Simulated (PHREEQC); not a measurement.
PHREEQC input (ion-association model, phreeqc.dat):

```
SOLUTION_SPECIES
  CO3-2 + 10 H+ + 8 e- = CH4 + 3 H2O  # shut off: no methane
    -log_k -100
    -delta_h 0
    -analytic -100
SOLUTION 1
  temp 25
  units mol/kgw
  pH 7 charge
  Cl 0.038
  Mg 0.019
END
SELECTED_OUTPUT 1
  -reset false
  -pH true
  -pe true
  -ionic_strength true
  -water true
  -totals C Cl Mg C(-4) C(4)
  -molalities H+ Mg+2 Cl- CO3-2 OH- HCO3- CO2 (CO2)2 MgOH+ MgCO3
    MgHCO3+
USER_PUNCH 1
  -headings p_CO2(g) phi_CO2(g) p_H2O(g) phi_H2O(g) density
  10 PUNCH PR_P("CO2(g)"), PR_PHI("CO2(g)"), PR_P("H2O(g)"), PR_PHI("H2O(g)"), RHO
PRINT
  -reset false
USE solution 1
REACTION_TEMPERATURE 1
  60
GAS_PHASE 1
  -fixed_pressure
  -pressure 2
  -temperature 60
  -volume 20
  CO2(g) 2
  H2O(g) 0
END
# ... the last block is repeated for the other 12 points of P (atm)
```

Selected output (columns that matter, 13 of 13 rows; P (atm) added in front):

```
P (atm)	pH	mu	C	Cl	Mg	m_H+	m_Mg+2	m_Cl-	m_OH-	p_CO2(g)	phi_CO2(g)	p_H2O(g)	phi_H2O(g)	density
2	3.8769	0.057286	0.029211	0.03811	0.019055	0.00015813	0.019036	0.03811	9.1922e-10	1.8014	0.99228	0.19858	0.98431	0.985
5	3.6672	0.057356	0.076745	0.038106	0.019053	0.00025629	0.019023	0.038106	5.6812e-10	4.7969	0.98058	0.20312	0.96347	0.98552
10	3.5173	0.057444	0.15346	0.038111	0.019055	0.000362	0.019013	0.038111	4.0335e-10	9.789	0.96135	0.21103	0.92924	0.98637
20	3.3745	0.057573	0.29754	0.038124	0.019062	0.00050294	0.019004	0.038124	2.9199e-10	19.772	0.92369	0.22839	0.86231	0.98798
30	3.2957	0.057675	0.42904	0.038141	0.019071	0.000603	0.019001	0.038141	2.4497e-10	29.752	0.88699	0.24813	0.79727	0.98948
40	3.2429	0.057767	0.54795	0.038162	0.019081	0.00068093	0.019002	0.038162	2.1827e-10	39.729	0.85122	0.27083	0.73392	0.99086
50	3.2043	0.057855	0.6544	0.038189	0.019094	0.00074408	0.019008	0.038189	2.0101e-10	49.703	0.81632	0.29723	0.67204	0.99214
75	3.1419	0.058099	0.86743	0.038292	0.019146	0.00085905	0.019047	0.038292	1.7706e-10	74.612	0.73269	0.3878	0.52194	0.9949
100	3.1062	0.058492	1.0094	0.038517	0.019258	0.00093282	0.01915	0.038517	1.6609e-10	99.453	0.65405	0.54651	0.37572	0.99708
150	3.0694	0.05985	1.1483	0.039382	0.019691	0.001016	0.019572	0.039382	1.5882e-10	148.87	0.5255	1.1263	0.18803	1.0003
200	3.0456	0.06078	1.2253	0.039975	0.019987	0.0010736	0.019859	0.039975	1.5656e-10	198.28	0.44706	1.7155	0.12743	1.003
300	3.0075	0.061881	1.3337	0.040662	0.020331	0.001172	0.020189	0.040662	1.5554e-10	297.15	0.36706	2.852	0.08171	1.0081
400	2.9749	0.062556	1.4152	0.041069	0.020535	0.0012628	0.02038	0.041069	1.5659e-10	396.05	0.33069	3.9538	0.062823	1.0128
```

Away from 25 °C the constants follow the database's enthalpies or fits; those with neither stay at their 25 °C values.
